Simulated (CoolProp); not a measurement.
Vapour-liquid equilibrium of R134a (1) + R141b (2) at 105 kPa; x and y are mole fractions of (1).

Model: multi-fluid Helmholtz-energy mixture model, Tillner-Roth 1994 and Lemmon 2006; pair parameters Bell 2016, in CoolProp.

| x | bubble temperature (K) | y at the bubble point | dew temperature at overall composition x (K) | liquid density (mol/L) |
|---|---|---|---|---|
| 0.05 | 293.4 | 0.396 | 304.8 | 10.70 |
| 0.125 | 280.4 | 0.665 | 302.6 | 11.03 |
| 0.2 | 272.1 | 0.784 | 300.3 | 11.29 |
| 0.275 | 266.5 | 0.846 | 297.8 | 11.52 |
| 0.35 | 262.5 | 0.883 | 295.1 | 11.72 |
| 0.425 | 259.5 | 0.907 | 292.2 | 11.92 |
| 0.5 | 257.3 | 0.924 | 289.0 | 12.10 |
| 0.575 | 255.4 | 0.938 | 285.4 | 12.29 |
| 0.65 | 253.9 | 0.948 | 281.3 | 12.48 |
| 0.725 | 252.6 | 0.958 | 276.6 | 12.67 |
| 0.8 | 251.3 | 0.968 | 270.8 | 12.87 |
| 0.875 | 250.0 | 0.979 | 263.4 | 13.08 |
| 0.95 | 248.8 | 0.991 | 253.7 | 13.31 |

No azeotrope shows between x = 0.05 and 0.95.

The pair parameters rest on a limited set of measurements; away from them the model extrapolates.
